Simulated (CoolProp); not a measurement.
R141b along the isotherm 226.85 °C: Z from the reference equation and from simpler models built on Tc = 204.4 °C, pc = 4.212 MPa, ω = 0.220; each cubic takes its own stable root.

The numbers come from the reference Helmholtz-energy equation of state, Lemmon 2006 in CoolProp. It is a short technical equation, of lower accuracy than the large ones.

```json
[
 {"p (MPa)": "0.15", "phase": "gas", "reference": "0.9900"},
 {"p (MPa)": "0.301", "phase": "gas", "reference": "0.9798"},
 {"p (MPa)": "0.451", "phase": "gas", "reference": "0.9694"},
 {"p (MPa)": "0.602", "phase": "gas", "reference": "0.9588"},
 {"p (MPa)": "0.752", "phase": "gas", "reference": "0.9481"},
 {"p (MPa)": "0.902", "phase": "gas", "reference": "0.9372"},
 {"p (MPa)": "1.05", "phase": "gas", "reference": "0.9263"},
 {"p (MPa)": "1.2", "phase": "gas", "reference": "0.9150"},
 {"p (MPa)": "1.35", "phase": "gas", "reference": "0.9034"},
 {"p (MPa)": "1.5", "phase": "gas", "reference": "0.8916"},
 {"p (MPa)": "1.65", "phase": "gas", "reference": "0.8796"},
 {"p (MPa)": "1.8", "phase": "gas", "reference": "0.8673"},
 {"p (MPa)": "1.96", "phase": "gas", "reference": "0.8539"},
 {"p (MPa)": "2.11", "phase": "gas", "reference": "0.8409"}
]
```

### Question
How far does each simpler model (Pitzer virial, van der Waals, Peng-Robinson) lie from the reference over these 14 states: mean and median of the absolute difference, and the worst?

### Answer
- Pitzer virial: mean 0.3 %, median 0.1 %, worst +1.3 % at 226.85 °C and 2.11 MPa
- van der Waals: mean 0.4 %, median 0.4 %, worst +0.9 % at 226.85 °C and 2.11 MPa
- Peng-Robinson: mean 1.3 %, median 1.3 %, worst -2.3 % at 226.85 °C and 2.11 MPa
